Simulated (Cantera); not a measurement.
Charge: 1 mol TEOS, 0.24 mol NO, 25 mol N2, equilibrated at 725 K and 0.278 Torr.

These are equilibrium values from Cantera (NASA tables, ideal gas, pure condensed phases), not measurements of a reactor. Candidate condensed phases: C, C6H6, C7H8, C8H18, H2O, Si, SiC, SiO2, Si2N2O, Si3N4; 151 gas species. The feed counts by its element totals alone. The numbers say what is thermodynamically allowed, not how fast it happens.

Base state: N2 0.674, H2 0.267, CO 0.0557, CO2 0.00166, H2O 0.00106, CH4 0.000135 (mole fractions); condensed: C(graphite) + SiO2(α-quartz).

**Question.** What changes in the equilibrium state with this change: NO from 0.24 to 19 mol?

**Answer.** 
```
species                before    after
-------------------  --------  -------
N2                      0.674    0.657
CO2                   0.00166    0.139
H2O                   0.00106    0.109
H2                      0.267   0.0815
CO                     0.0557   0.0138
CH4                  0.000135  9.22e-9
C(graphite), mol         5.86        0
SiO2(α-quartz), mol      1.00     1.00
```

**Question.** What changes in the equilibrium state with this change: temperature from 725 K to 1900 K?

**Answer.** 
```
species               before     after
-------------------  -------  --------
N2                     0.674     0.629
H2                     0.267     0.239
CO                    0.0557     0.106
H                      <1e-9    0.0202
Si                     <1e-9   0.00127
CO2                  0.00166     <1e-9
SiO                    <1e-9  0.000771
C(graphite), mol        5.86      2.71
SiO2(α-quartz), mol     1.00         0
SiC(s), mol                0     0.915
```
